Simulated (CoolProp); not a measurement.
n-decane along the isotherm 620 K: fugacity coefficient from the reference equation and from simpler models built on Tc = 617.7 K, pc = 2101 kPa, ω = 0.488; each cubic takes its own stable root.

Computed with CoolProp (reference Helmholtz-energy equation of state, Lemmon 2006). It is a short technical equation, of lower accuracy than the large ones.

```tsv
p (kPa)	phase	reference
1620	gas	0.7362
3230	supercritical	0.4668
4850	supercritical	0.3468
6470	supercritical	0.2881
8080	supercritical	0.2544
9700	supercritical	0.2333
11300	supercritical	0.2196
12900	supercritical	0.2107
14500	supercritical	0.2049
16200	supercritical	0.2014
17800	supercritical	0.1999
19400	supercritical	0.1998
21000	supercritical	0.2010
```

How far does each simpler model (Redlich-Kwong, Soave-Redlich-Kwong) lie from the reference over these 13 states: mean and median of the absolute difference, and the worst?


- Redlich-Kwong: mean 15.7 %, median 16.7 %, worst +25.6 % at 620 K and 21000 kPa
- Soave-Redlich-Kwong: mean 16.3 %, median 17.4 %, worst +26.5 % at 620 K and 21000 kPa
